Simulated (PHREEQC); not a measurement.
Consider water at 20 °C with 12 mmol/kgw HF, 0.11 mmol/kgw CsF, 46 mmol/kgw (NH4)2SiF6 and 2.8 mmol/kgw HCl. Closed to the air; pH follows from the charge balance.

Computed with PHREEQC (ion-association model, wateq4f.dat).

```tsv
quantity	before	after
pH	2.39	2.60
HF (mol/kgw)	0.00914	0.00436
F- (mol/kgw)	0.00228	0.00164
H2F2 (mol/kgw)	0.000269	6.03e-5
HF2- (mol/kgw)	7.93e-5	2.68e-5
SI of Quartz (SiO2)	-1.94	-0.61
```

Which change was made?
A) diluted 10-fold with water
B) 0.0013 mol/kgw NaOH added
C) HF from 0.012 to 0.018 mol/kgw
D) diluted 2-fold with water
E) CsF from 0.00011 to 9.9e-05 mol/kgw

D, diluted 2-fold with water

This is a speciation only: nothing precipitates in the calculation. SiF6-2 is the database's only silicon fluoride.
